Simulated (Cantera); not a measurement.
A perfectly stirred reactor is fed with 9.30 % CO, 3.53 % H2, 7.92 % O2, 79.2 % N2, equivalence ratio 0.81, at 260000 Pa; it is adiabatic with a 350 K inlet, and is followed from long to short residence time, starting on the burning branch (τ in s: 0.023, 0.0087, 0.0033, 0.0013, 0.00049, 0.00019, 7.3e-05, 2.8e-05, 1.1e-05, 4.1e-06).

Model: GRI-Mech 3.0 (53 species, 325 reactions), integrated in Cantera. The hydrogen kinetics of GRI-Mech 3.0 are dated; newer H2 mechanisms differ, most at raised pressure.

Q: Predict: blow-out, bracketed by the residence times tried; x(CO) at τ = 23.0 ms; x(H2) at τ = 23.0 ms; x(O2) at τ = 23.0 ms; x(H) at τ = 23.0 ms; x(HO2) at τ = 23.0 ms; x(CO) at τ = 0.190 ms; x(H2) at τ = 0.190 ms; x(O2) at τ = 0.190 ms.

A: 
- blow-out, bracketed by the residence times tried = burning at 3.30 ms, out at 1.30 ms
- x(CO) at τ = 23.0 ms = 0.00282
- x(H2) at τ = 23.0 ms = 0.000228
- x(O2) at τ = 23.0 ms = 0.0175
- x(H) at τ = 23.0 ms = 5.96e-5
- x(HO2) at τ = 23.0 ms = 7.48e-6
- x(CO) at τ = 0.190 ms = 0.0930
- x(H2) at τ = 0.190 ms = 0.0353
- x(O2) at τ = 0.190 ms = 0.0792
